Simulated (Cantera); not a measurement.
## Thermodynamics of silicon etching in halogen gases, feed Si + HBr + H₂

Feed: 1 mol Si, 21 mol HBr, 0.52 mol H₂, at 1025 K.

These are equilibrium values from Cantera (NASA tables, ideal gas, pure condensed phases), not measurements of a reactor. Candidate condensed phases: Br₂, Si; 19 gas species. The tables' values for SiBr₃ are old estimates; treat these amounts as uncertain. Kinetics and transport are ignored.

```csv
P (Pa),x HBr,x H₂,x SiBr₄,x SiBr₂,x Br,x SiBr₃,x SiHBr₃,x Br₂
1,0.828,0.119,0.0425,0.00480,0.00457,0.00100,3.06e-5,3.57e-6
4.20,0.827,0.122,0.0467,0.00129,0.00220,0.000544,3.45e-5,3.47e-6
18,0.828,0.123,0.0481,0.000311,0.00106,0.000271,3.57e-5,3.45e-6
75,0.828,0.123,0.0485,7.54e-5,0.000519,0.000134,3.60e-5,3.45e-6
320,0.828,0.123,0.0486,1.77e-5,0.000251,6.50e-5,3.61e-5,3.45e-6
1300,0.828,0.123,0.0487,4.36e-6,0.000125,3.23e-5,3.61e-5,3.46e-6
5600,0.828,0.123,0.0487,1.01e-6,6.01e-5,1.55e-5,3.61e-5,3.46e-6
24000,0.828,0.123,0.0487,2.36e-7,2.90e-5,7.51e-6,3.61e-5,3.46e-6
100000,0.828,0.123,0.0487,5.67e-8,1.42e-5,3.68e-6,3.61e-5,3.46e-6
```
x: gas mole fraction; nothing condenses.

From 1.00 Pa to 1.00 bar nothing is condensed. The main Si-bearing gas is SiBr₄ throughout.
